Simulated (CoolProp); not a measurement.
R114 along the isotherm 500 K: Z from the reference equation and from simpler models built on Tc = 420.6 K, pc = 3.352 MPa, ω = 0.252; each cubic takes its own stable root.

Model: reference Helmholtz-energy equation of state, Platzer 1990, in CoolProp. This equation is an older, rougher fit; its heat capacities, sound speeds and derivatives of the liquid may be far off and weren't checked against measurements.

```csv
p (MPa),phase,reference,Redlich-Kwong,Soave-Redlich-Kwong
1.31,gas,0.9245,0.9174,0.9265
2.62,gas,0.8427,0.8290,0.8504
3.94,supercritical,0.7554,0.7344,0.7727
5.25,supercritical,0.6704,0.6414,0.7005
6.56,supercritical,0.6022,0.5726,0.6454
7.88,supercritical,0.5674,0.5482,0.6181
9.19,supercritical,0.5642,0.5549,0.6163
10.5,supercritical,0.5798,0.5760,0.6302
11.8,supercritical,0.6050,0.6037,0.6525
13.1,supercritical,0.6354,0.6348,0.6797
14.4,supercritical,0.6688,0.6677,0.7097
15.8,supercritical,0.7067,0.7042,0.7438
17.1,supercritical,0.7430,0.7387,0.7766
18.4,supercritical,0.7799,0.7735,0.8099
19.7,supercritical,0.8172,0.8084,0.8436
21,supercritical,0.8546,0.8433,0.8775
```
